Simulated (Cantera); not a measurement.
**Ignition delay**

Mixture: 23.0 % H₂, 16.2 % O₂, 60.9 % N₂, at 1200 Torr, adiabatic and at constant volume. Ignition delay is the time to a rise of 400 K.

Detailed kinetics in Cantera: the H2/O2 subset of GRI-Mech 3.0, which has no nitrogen chemistry. Where the delays flatten at high temperature, the 400 K rule measures the pace of heat release, not the induction time.

```
T0 (K)  delay (ms)
------  ----------
1150        0.0411
1225        0.0256
1300        0.0179
1375        0.0134
1450        0.0107
1525       0.00900
1600       0.00792
1675       0.00729
1750       0.00697
```
